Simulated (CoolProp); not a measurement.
Model: reference Helmholtz-energy equation of state, Zhou 2012, in CoolProp.

Question: For p-xylene, give the phase and the cp (kJ/(kg K)), speed of sound (m/s), Joule-Thomson coefficient (K/MPa), conductivity (mW/(m K)) at 286.45 °C and 5.94 MPa; 246.65 °C and 0.101 MPa.

Answer: 
- 286.45 °C and 5.94 MPa: liquid; cp 2.69, speed of sound 453, Joule-Thomson coefficient 0.241, conductivity 82.9
- 246.65 °C and 0.101 MPa: gas; cp 1.99, speed of sound 202, Joule-Thomson coefficient 13.7, conductivity 32.3

Thermal conductivity comes from a separate model (Mylona 2014).
